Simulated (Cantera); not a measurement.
## Diamond growth

A diamond (100) surface in a fixed gas of H2 with x(CH4) = 0.015, x(H) = 0.00085, x(CH3) = 4.2e-05, 0.0859 atm; coverages are run to steady state.

Model: the Harris–Goodwin 1993 mechanism for the reconstructed diamond (100) surface, integrated in Cantera.

| T (K) | growth (µm/h) | θ c6HH | θ c6H* | θ c6*H | θ c6** | θ c6HM |
|---|---|---|---|---|---|---|
| 950 | 1.38 | 0.621 | 0.0135 | 0.321 | 0.00602 | 0.0302 |
| 1000 | 1.61 | 0.583 | 0.0176 | 0.360 | 0.00857 | 0.0223 |
| 1050 | 1.58 | 0.549 | 0.0222 | 0.396 | 0.0116 | 0.0144 |
| 1100 | 1.22 | 0.519 | 0.0270 | 0.428 | 0.0149 | 0.00735 |
| 1150 | 0.787 | 0.491 | 0.0320 | 0.453 | 0.0183 | 0.00302 |
| 1200 | 0.514 | 0.467 | 0.0369 | 0.472 | 0.0215 | 0.00110 |
| 1250 | 0.396 | 0.448 | 0.0416 | 0.485 | 0.0244 | 0.000392 |
| 1300 | 0.352 | 0.434 | 0.0461 | 0.493 | 0.0267 | 0.000140 |
| 1350 | 0.309 | 0.424 | 0.0503 | 0.496 | 0.0285 | 5.09e-5 |
| 1400 | 0.228 | 0.420 | 0.0542 | 0.496 | 0.0297 | 1.88e-5 |
θ: site fractions in the mechanism's names (c6HH fully hydrogenated, c6H* and c6*H radical sites, c6** diradical, c6HM methylated).
